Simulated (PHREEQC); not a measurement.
City or well water: speciation

Synthetic water in mmol/kgw, 25 °C, pH 6.47, pe -1.1:

| constituent | mmol/kgw |
|---|---|
| Na | 0.414 |
| K | 0.0828 |
| Ca | 0.393 |
| Mg | 0.0415 |
| Cl | 0.498 |
| S(6) | 0.0127 |
| Alkalinity (meq/kgw) | 0.856 |
| Sr | 0.00929 |
| Fe(2) | 0.000747 |
| N(-3) | 0.0138 |
| Li | 0.000494 |
| Mn(2) | 0.0152 |
| Br | 0.00543 |

Valence states are taken as typed.

Computed with PHREEQC (ion-association model, phreeqc.dat).

This is a speciation only: nothing precipitates in the calculation.

Problem. Predict the specific conductance.

Solution. specific conductance 152 µS/cm.

Problem. In which forms is Sr present?

Solution. Sr+2 99 %, SrHCO3+ 1.1 % of the Sr.
